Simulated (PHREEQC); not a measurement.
Consider water at 25 °C with 0.7 mmol/kgw Na2SeO3, 4.1 mmol/kgw HCl and 12 mmol/kgw CaCl2. Closed to the air; pH follows from the charge balance.

The numbers come from PHREEQC with the ion-association model, wateq4f.dat.

```yaml
pH: 2.58
ionic_strength: 0.0404 mol/kgw
total_alkalinity: -4.10 meq/kg
```

| species | molality | activity | log γ |
|---|---|---|---|
| Cl- | 0.0281 | 0.0232 | -0.083 |
| Ca+2 | 0.0120 | 0.00599 | -0.302 |
| H+ | 0.00302 | 0.00260 | -0.064 |
| Na+ | 0.00140 | 0.00117 | -0.078 |
| H2SeO3 | 0.000383 | 0.000387 | 0.004 |
| HSeO3- | 0.000317 | 0.000264 | -0.079 |

Precipitation was switched off in this run.
